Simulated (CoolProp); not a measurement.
Ethanol along the isotherm 282.65 °C: Z from the reference equation and from simpler models built on Tc = 241.6 °C, pc = 6.268 MPa, ω = 0.644; each cubic takes its own stable root.

The numbers come from the reference Helmholtz-energy equation of state, Schroeder 2014 in CoolProp.

```json
[
 {"p (MPa)": "0.723", "phase": "gas", "reference": "0.9759"},
 {"p (MPa)": "1.45", "phase": "gas", "reference": "0.9508"},
 {"p (MPa)": "2.17", "phase": "gas", "reference": "0.9247"},
 {"p (MPa)": "2.89", "phase": "gas", "reference": "0.8972"},
 {"p (MPa)": "3.62", "phase": "gas", "reference": "0.8676"},
 {"p (MPa)": "4.34", "phase": "gas", "reference": "0.8364"},
 {"p (MPa)": "5.06", "phase": "gas", "reference": "0.8026"},
 {"p (MPa)": "5.79", "phase": "gas", "reference": "0.7652"},
 {"p (MPa)": "6.51", "phase": "supercritical", "reference": "0.7242"},
 {"p (MPa)": "7.23", "phase": "supercritical", "reference": "0.6782"},
 {"p (MPa)": "7.96", "phase": "supercritical", "reference": "0.6252"},
 {"p (MPa)": "8.68", "phase": "supercritical", "reference": "0.5665"},
 {"p (MPa)": "9.4", "phase": "supercritical", "reference": "0.5045"}
]
```

Task: How far does each simpler model (van der Waals, Redlich-Kwong) lie from the reference over these 13 states: mean and median of the absolute difference, and the worst?

Result: 
- van der Waals: mean 9.0 %, median 6.0 %, worst -24.4 % at 282.65 °C and 8.68 MPa
- Redlich-Kwong: mean 8.4 %, median 7.4 %, worst -17.5 % at 282.65 °C and 8.68 MPa
